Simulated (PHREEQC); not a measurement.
## Acid mine or pickling water

Model water analysis in mg/L, 25 °C, pH 2.33, pe 9.1:

```
constituent   mg/L
-----------  -----
Na             226
K            0.604
Ca             158
Mg            33.1
Cl             279
S(6) as SO4   1030
Ni           0.142
Zn            16.7
Pb           0.706
P as PO4      4.75
Cu(2)         37.7
```

Valence states are taken as typed.

Computed with PHREEQC (ion-association model, wateq4f.dat).

Each row changes one thing in this solution. This is a speciation only: nothing precipitates in the calculation.

```json
[
 {"case": "as made", "ionic strength (mol/kgw)": "0.0353", "SO4-2 (mol/kgw)": "0.00694", "Ca+2 (mol/kgw)": "0.00288", "HSO4- (mol/kgw)": "0.00190", "CaSO4 (mol/kgw)": "0.00104", "Mg+2 (mol/kgw)": "0.000953", "SI of Gypsum (CaSO4:2H2O)": "-0.70", "SI of Anglesite (PbSO4)": "-0.77"},
 {"case": "temperature from 25 to 90 °C at the same typed pH", "ionic strength (mol/kgw)": "0.0303", "SO4-2 (mol/kgw)": "0.00364", "Ca+2 (mol/kgw)": "0.00301", "HSO4- (mol/kgw)": "0.00527", "CaSO4 (mol/kgw)": "0.000846", "Mg+2 (mol/kgw)": "(withheld)", "SI of Gypsum (CaSO4:2H2O)": "-0.79", "SI of Anglesite (PbSO4)": "-1.35"},
 {"case": "all concentrations times 4 at the same typed pH", "ionic strength (mol/kgw)": "0.122", "SO4-2 (mol/kgw)": "(withheld)", "Ca+2 (mol/kgw)": "0.00952", "HSO4- (mol/kgw)": "0.00536", "CaSO4 (mol/kgw)": "(withheld)", "Mg+2 (mol/kgw)": "0.00305", "SI of Gypsum (CaSO4:2H2O)": "+0.08", "SI of Anglesite (PbSO4)": "(withheld)"},
 {"case": "K from 0.604 to 1.21 mg/L", "ionic strength (mol/kgw)": "0.0353", "SO4-2 (mol/kgw)": "0.00694", "Ca+2 (mol/kgw)": "0.00288", "HSO4- (mol/kgw)": "0.00190", "CaSO4 (mol/kgw)": "0.00104", "Mg+2 (mol/kgw)": "0.000953", "SI of Gypsum (CaSO4:2H2O)": "-0.70", "SI of Anglesite (PbSO4)": "-0.77"}
]
```

Problem. What belongs in the gaps?

Solution. 
- temperature from 25 to 90 °C at the same typed pH, Mg+2 (mol/kgw): 0.000754
- all concentrations times 4 at the same typed pH, SO4-2 (mol/kgw): 0.0258
- all concentrations times 4 at the same typed pH, CaSO4 (mol/kgw): 0.00613
- all concentrations times 4 at the same typed pH, SI of Anglesite (PbSO4): -0.11

Some of these states are supersaturated (in Gypsum, for instance). H3PO4, which wateq4f.dat lacks, is added to it with the constant of phreeqc.dat. At this temperature some constants are extrapolated from 25 °C, and those without enthalpy data are left unchanged. The database has no phosphate complexes of Pb, Cu, Zn, Ni.
